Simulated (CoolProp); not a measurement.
Vapour pressure (bar) of CHF3 (R23): the reference equation beside estimates from Tc = 299.3 K, pc = 48.32 bar, ω = 0.263. Clausius-Clapeyron is anchored at 177.5 K with a constant enthalpy of vaporisation of 17.51 kJ/mol.

Model: reference Helmholtz-energy equation of state, Penoncello 2003, in CoolProp.

```
T (K)  reference  Lee-Kesler  Clausius-Clapeyron  van der Waals  Redlich-Kwong  Peng-Robinson
-----  ---------  ----------  ------------------  -------------  -------------  -------------
142.3    0.01870     0.01677             0.02280            ___        0.05279        0.01908
151.1    0.04807     0.04396             0.05399            ___            ___        0.04858
159.9     0.1096      0.1021              0.1163          2.076         0.2613         0.1100
168.7     0.2261      0.2144              0.2312          2.898         0.4974         0.2261
177.5     0.4293      0.4134              0.4293          3.924         0.8747         0.4280
186.3     0.7599      0.7417              0.7519          5.173          1.441         0.7566
195.1        ___       1.251               1.252            ___          2.247          1.262
203.9      2.011       2.002               1.995          8.422          3.346          2.002
212.7      3.056       3.062               3.059          10.46          4.794          3.045
221.5      4.475         ___               4.533          12.79          6.645          4.465
230.3      6.348       6.402               6.520          15.43          8.951          6.343
239.1        ___       8.839               9.129            ___          11.77          8.768
247.9      11.80       11.90               12.48          21.71          15.14          11.83
```

Problem. Some entries are withheld; supply them.

Solution. 
- 142.3, van der Waals: 0.9472
- 151.1, van der Waals: 1.433
- 151.1, Redlich-Kwong: 0.1246
- 195.1, reference: 1.268
- 195.1, van der Waals: 6.666
- 221.5, Lee-Kesler: 4.503
- 239.1, reference: 8.759
- 239.1, van der Waals: 18.40

Absolute difference from the reference over all 13 rows, mean and median: Lee-Kesler 3.2 and 1.3 %, Clausius-Clapeyron 4.6 and 2.3 %, van der Waals 1055.9 and 425.7 %, Redlich-Kwong 88.1 and 77.2 %, Peng-Robinson 0.5 and 0.4 %.
